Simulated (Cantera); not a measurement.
Mixture: 11.5 % CH₄, 10.9 % O₂, 76.6 % N₂, 0.988 % CO₂, at 61000 Pa, adiabatic and at constant pressure. Ignition delay is the time to a rise of 400 K.

Computed with Cantera and GRI-Mech 3.0 (53 species, 325 reactions).

Question: Predict: delay at 1175 K; delay at 1375 K; delay at 1575 K; delay at 1775 K; apparent activation energy between 1675 and 1875 K.

Answer: 
```
Property                                                Result
--------------------------------------------------  ----------
delay at 1175 K                                        0.282 s
delay at 1375 K                                        18.0 ms
delay at 1575 K                                        1.85 ms
delay at 1775 K                                       0.358 ms
apparent activation energy between 1675 and 1875 K  180 kJ/mol
```
